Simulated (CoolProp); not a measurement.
Vapour-liquid equilibrium of n-heptane (1) + ethylbenzene (2) at 319.9 K; x and y are mole fractions of (1).

Model: multi-fluid Helmholtz-energy mixture model, Span 2003 and Zhou 2012; pair parameters Bell 2016, in CoolProp.

Problem. Give the bubble pressure and the first vapour's composition at x = 0.15, 0.25, 0.85. Is there an azeotrope?

Solution. x = 0.15: 0.06750 bar, y = 0.487; x = 0.25: 0.08240 bar, y = 0.623; x = 0.85: 0.1493 bar, y = 0.946. No azeotrope shows between x = 0.05 and 0.95.

Pair parameters are fitted to limited data, so mixtures are less certain than the pure fluids.
